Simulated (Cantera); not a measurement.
What does this Cantera script print?

```python
import numpy as np
import cantera as ct

gas_names = """
    C CN CO CO2 C2 CCN CNC C2N2 C2O C3 C3O2 C4 C4N2 C5 N NCO NO NO2 NO3 N2 N2O O O2 O3 Si SiC SiC2 SiN
    SiO SiO2 Si2 Si2C Si2N Si3
""".split()
cond_names = """
    C(gr) Si(cr) Si(L) SiC(b) SiO2(Lqz) SiO2(hqz) SiO2(L) Si2N2O(s) Si3N4(a)
""".split()


def load(file, names, dense=False):
    # The tables refer to 1 bar. Condensed volumes are neglected.
    table = {s.name: s for s in ct.Species.list_from_file(file)}
    out = []
    for n in names:
        d = dict(table[n].input_data)
        d["thermo"] = dict(d["thermo"], **{"reference-pressure": 1e5})
        if dense:
            d["equation-of-state"] = {"model": "constant-volume", "density": "1e6 g/cm^3"}
        out.append(ct.Species.from_dict(d))
    return out


gas = ct.Solution(thermo="ideal-gas", species=load("nasa_gas.yaml", gas_names))
cond = {s.name: ct.Solution(thermo="fixed-stoichiometry", species=[s], name=s.name)
        for s in load("nasa_condensed.yaml", cond_names, dense=True)}
atoms = {
    'SiC': {'Si': 1, 'C': 1},
    'O2': {'O': 2},
    'N2': {'N': 2},
}
top_T = {'C(gr)': 4500, 'SiC(b)': 3050, 'Si2N2O(s)': 2100, 'Si3N4(a)': 2400}  # K; cautious upper limits of use, not melting points


def equilibrate(T, P, feed):
    n = {}
    for name, mol in feed.items():
        for a, k in atoms[name].items():
            n[a] = n.get(a, 0.0) + k * mol
    gas.TPX = T, P, n
    mass = sum(n.values()) * gas.mean_molecular_weight
    gas.equilibrate("TP")
    valid = [c for c in cond.values() if c.min_temp <= T <= top_T.get(c.name, c.max_temp)]
    mix = ct.Mixture([(gas, mass / gas.mean_molecular_weight)] + [(c, 0.0) for c in valid])
    mix.T, mix.P = T, P
    mix.equilibrate("TP", solver="vcs", rtol=1e-11, max_steps=5000)
    return mix


results = []
feed = {'SiC': 1, 'O2': 0.032, 'N2': 790}  # mol
P = 2500  # Pa
for T in [1423, 1473, 1523, 1573, 1623, 1673, 1723, 1773, 1823]:
    mix = equilibrate(T, P, feed)
    results.append((T, P, feed, dict(zip(mix.species_names, mix.species_moles))))
    x = sorted(zip(gas.X, gas.species_names), reverse=True)
    print(f"T = {T:g} K  P = {P:g} Pa  gas = {mix.phase_moles(0):.4g} mol")
    print("   x: " + "  ".join(f"{s} {v:.3e}" for v, s in x if v > 1e-05))
    print("   condensed (mol): " + ("  ".join(f"{mix.phase(i).name} {mix.phase_moles(i):.4g}"
          for i in range(1, mix.n_phases) if mix.phase_moles(i) > 1e-12) or "none"))
```

It prints:

```
T = 1423 K  P = 2500 Pa  gas = 789.4 mol
   x: N2 9.999e-01  CO 8.096e-05
   condensed (mol): C(gr) 0.9361  Si3N4(a) 0.3333
T = 1473 K  P = 2500 Pa  gas = 790 mol
   x: N2 9.999e-01  CO 8.064e-05
   condensed (mol): SiC(b) 0.9363  Si3N4(a) 0.02114
T = 1523 K  P = 2500 Pa  gas = 790 mol
   x: N2 9.999e-01  CO 7.986e-05
   condensed (mol): SiC(b) 0.9369  Si3N4(a) 0.02072
T = 1573 K  P = 2500 Pa  gas = 790 mol
   x: N2 9.999e-01  CO 7.777e-05
   condensed (mol): SiC(b) 0.9386  Si3N4(a) 0.0196
T = 1623 K  P = 2500 Pa  gas = 790 mol
   x: N2 9.999e-01  CO 7.282e-05
   condensed (mol): SiC(b) 0.9425  Si3N4(a) 0.01689
T = 1673 K  P = 2500 Pa  gas = 790 mol
   x: N2 9.999e-01  CO 6.303e-05  SiO 1.798e-05
   condensed (mol): SiC(b) 0.9502  Si3N4(a) 0.01127
T = 1723 K  P = 2500 Pa  gas = 790.1 mol
   x: N2 9.999e-01  CO 4.810e-05  SiO 3.290e-05
   condensed (mol): SiC(b) 0.9619  Si3N4(a) 0.001504
T = 1773 K  P = 2500 Pa  gas = 790.1 mol
   x: N2 9.999e-01  CO 5.145e-05  SiO 2.955e-05  Si 1.915e-05
   condensed (mol): SiC(b) 0.9592
T = 1823 K  P = 2500 Pa  gas = 790.1 mol
   x: N2 9.999e-01  CO 6.050e-05  Si 3.571e-05  SiO 2.050e-05
   condensed (mol): SiC(b) 0.9518
```

Equilibrium computed with Cantera from the NASA thermochemical tables; the gas is ideal and each condensed phase is pure. N2 is the only nitrogen source here; it is nearly inert below about 1500 K, so the nitride shown seldom forms there in practice. Mutual solubility and eutectic melting of coexisting phases are not modelled.
